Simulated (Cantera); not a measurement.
Mixture: CH₄ : CO : O₂ : N₂ = 1 : 0.22 : 2.6 : 9.79 (molar parts), at 0.533 atm, adiabatic and at constant pressure. Ignition delay is the time to a rise of 400 K.

Model: GRI-Mech 3.0 (53 species, 325 reactions), integrated in Cantera.

### Question
What does this change do: N2 9.79 to 7.7 parts?

### Answer
| quantity | before | after |
|---|---|---|
| delay at 1150 K | 0.162 s | 0.132 s |
| delay at 1350 K | 9.12 ms | 7.52 ms |
| delay at 1550 K | 1.12 ms | 0.946 ms |
| delay at 1750 K | 0.261 ms | 0.226 ms |
| delay at 1950 K | 87.8 µs | 76.8 µs |
| apparent activation energy between 1750 and 1950 K | 150 kJ/mol | 150 kJ/mol |

### Question
What does this change do: CH4 1 to 2.3 parts?

### Answer
```csv
quantity,before,after
delay at 1150 K,0.162 s,0.257 s
delay at 1350 K,9.12 ms,14.3 ms
delay at 1550 K,1.12 ms,1.48 ms
delay at 1750 K,0.261 ms,0.292 ms
delay at 1950 K,87.8 µs,90.8 µs
apparent activation energy between 1750 and 1950 K,150 kJ/mol,170 kJ/mol
```
